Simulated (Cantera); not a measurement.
An isothermal, constant-pressure homogeneous reactor starts with CH₄ : CO₂ = 1 : 3.7 (molar parts), at 1500 K and 0.132 atm. Integrator tolerance rtol = 1e-08.

Detailed kinetics in Cantera: GRI-Mech 3.0 (53 species, 325 reactions).

Q: What does this change do: temperature 1500 to 1425 K?

A: 
```csv
quantity,before,after
x(CH₄) at 200 s,0.000330 (gas-phase equilibrium 4.66e-10),0.00863 (gas-phase equilibrium 1.43e-9)
x(CO₂) at 200 s,0.235 (gas-phase equilibrium 0.234),0.278 (gas-phase equilibrium 0.241)
x(C₂H₄) at 200 s,1.48e-7 (gas-phase equilibrium <1e-12),0.000101 (gas-phase equilibrium <1e-12)
x(CH₂) at 200 s,7.24e-11 (gas-phase equilibrium <1e-12),5.95e-10 (gas-phase equilibrium <1e-12)
x(O) at 200 s,6.25e-11 (gas-phase equilibrium 7.56e-11),4.10e-12 (gas-phase equilibrium 8.26e-12)
x(H) at 200 s,1.59e-5 (gas-phase equilibrium 1.75e-5),5.78e-6 (gas-phase equilibrium 6.95e-6)
```

Q: What does this change do: CH4 1 to 2.2 parts?

A: 
| quantity | before | after |
|---|---|---|
| x(CH₄) at 200 s | 0.000330 (gas-phase equilibrium 4.66e-10) | 0.00474 (gas-phase equilibrium 1.65e-8) |
| x(CO₂) at 200 s | 0.235 (gas-phase equilibrium 0.234) | 0.0614 (gas-phase equilibrium 0.0544) |
| x(C₂H₄) at 200 s | 1.48e-7 (gas-phase equilibrium <1e-12) | 5.23e-5 (gas-phase equilibrium <1e-12) |
| x(CH₂) at 200 s | 7.24e-11 (gas-phase equilibrium <1e-12) | 6.67e-10 (gas-phase equilibrium <1e-12) |
| x(O) at 200 s | 6.25e-11 (gas-phase equilibrium 7.56e-11) | 1.47e-11 (gas-phase equilibrium 1.58e-11) |
| x(H) at 200 s | 1.59e-5 (gas-phase equilibrium 1.75e-5) | 2.68e-5 (gas-phase equilibrium 2.81e-5) |
